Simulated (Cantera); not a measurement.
Charge: 1 mol MgCO3, 0.061 mol H2O, held at 1377 °C and 0.00360 bar.

Equilibrium computed with Cantera from the NASA thermochemical tables; the gas is ideal and each condensed phase is pure. Candidate condensed phases: C, C6H6, C7H8, C8H18, H2O, Mg, MgCO3, MgO, Mg(OH)2; 116 gas species. Rates play no part.

What is the equilibrium state?


- x(CO2): 0.929
- x(H2O): 0.0569
- x(CO): 0.00880
- x(O2): 0.00440
- x(OH): 0.000300
- x(H2): 0.000168
- x(O): 2.86e-5
- x(H): 1.96e-5
- n(MgO(s)): 1.00 mol
- gas amount: 1.066 mol
- log10 activity of C(graphite) (absent): -10.22
- log10 activity of Mg(l) (absent): -10.84
